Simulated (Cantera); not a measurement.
**Stirred combustor or abatement burner**

A perfectly stirred reactor is fed with 16.3 % H2, 10.5 % O2, 68.6 % N2, 4.57 % H2O, equivalence ratio 0.78, at 101000 Pa; it is adiabatic with a 400 K inlet, and is followed from long to short residence time, starting on the burning branch (τ in s: 0.1, 0.05, 0.024, 0.012, 0.0056, 0.0027, 0.0013, 0.00064, 0.00031, 0.00015, 7.2e-05).

Model: GRI-Mech 3.0 (53 species, 325 reactions), integrated in Cantera.

| τ (s) | T (K) | x H2 | x O2 | x H2O | x H2O2 | x NO2 | x NO | x OH |
|---|---|---|---|---|---|---|---|---|
| 0.10 | 1639 | 0.000476 | 0.0250 | 0.227 | 1.81e-7 | 8.11e-9 | 5.70e-6 | 0.00104 |
| 0.050 | 1635 | 0.000746 | 0.0251 | 0.226 | 2.46e-7 | 6.49e-9 | 5.36e-6 | 0.00130 |
| 0.024 | 1629 | 0.00119 | 0.0252 | 0.225 | 3.38e-7 | 4.91e-9 | 5.00e-6 | 0.00163 |
| 0.012 | 1621 | 0.00184 | 0.0254 | 0.224 | 4.54e-7 | 3.84e-9 | 4.91e-6 | 0.00200 |
| 0.0056 | 1607 | 0.00293 | 0.0257 | 0.223 | 6.29e-7 | 3.14e-9 | 5.23e-6 | 0.00247 |
| 0.0027 | 1586 | 0.00446 | 0.0263 | 0.220 | 8.70e-7 | 2.79e-9 | 5.98e-6 | 0.00295 |
| 0.0013 | 1555 | 0.00661 | 0.0273 | 0.217 | 1.23e-6 | 2.58e-9 | 6.98e-6 | 0.00340 |
| 0.00064 | 1513 | 0.00941 | 0.0287 | 0.212 | 1.79e-6 | 2.36e-9 | 7.76e-6 | 0.00372 |
| 0.00031 | 1454 | 0.0133 | 0.0309 | 0.205 | 2.70e-6 | 2.01e-9 | 7.71e-6 | 0.00381 |
| 0.00015 | 1373 | 0.0195 | 0.0346 | 0.196 | 4.02e-6 | 1.46e-9 | 6.20e-6 | 0.00351 |
| 7.2e-5 | 1240 | 0.0365 | 0.0438 | 0.177 | 5.33e-6 | 6.49e-10 | 2.66e-6 | 0.00244 |
x: mole fraction; the columns are a selection and need not sum to one.
